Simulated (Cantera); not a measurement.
Stirred combustor or abatement burner

A perfectly stirred reactor is fed with H₂ : O₂ : N₂ = 1 : 0.357 : 1.34 (molar parts), equivalence ratio 1.4, at 1.00 bar; it is adiabatic with a 550 K inlet, and is followed from long to short residence time, starting on the burning branch (τ in s: 0.12, 0.057, 0.028, 0.013, 0.0065, 0.0032, 0.0016, 0.00076, 0.00037, 0.00018, 8.8e-05).

Detailed kinetics in Cantera: GRI-Mech 3.0 (53 species, 325 reactions).

| τ (s) | T (K) | x H₂ | x O₂ | x OH | x H₂O | x HO₂ | x N₂O |
|---|---|---|---|---|---|---|---|
| 0.12 | 2444 | 0.120 | 0.000162 | 0.00362 | 0.299 | 1.04e-7 | 2.07e-8 |
| 0.057 | 2439 | 0.120 | 0.000193 | 0.00386 | 0.298 | 1.23e-7 | 2.01e-8 |
| 0.028 | 2430 | 0.120 | 0.000250 | 0.00428 | 0.298 | 1.60e-7 | 1.93e-8 |
| 0.013 | 2412 | 0.120 | 0.000371 | 0.00505 | 0.296 | 2.39e-7 | 1.82e-8 |
| 0.0065 | 2385 | 0.119 | 0.000572 | 0.00610 | 0.294 | 3.70e-7 | 1.72e-8 |
| 0.0032 | 2344 | 0.118 | 0.000929 | 0.00751 | 0.290 | 5.93e-7 | 1.65e-8 |
| 0.0016 | 2288 | 0.117 | 0.00151 | 0.00911 | 0.286 | 9.35e-7 | 1.62e-8 |
| 0.00076 | 2206 | 0.116 | 0.00248 | 0.0108 | 0.279 | 1.50e-6 | 1.66e-8 |
| 0.00037 | 2105 | 0.114 | 0.00385 | 0.0120 | 0.272 | 2.35e-6 | 1.77e-8 |
| 0.00018 | 1984 | 0.112 | 0.00573 | 0.0125 | 0.263 | 3.67e-6 | 1.92e-8 |
| 8.8e-5 | 1848 | 0.110 | 0.00826 | 0.0120 | 0.254 | 5.77e-6 | 2.04e-8 |
x: mole fraction; the columns are a selection and need not sum to one.
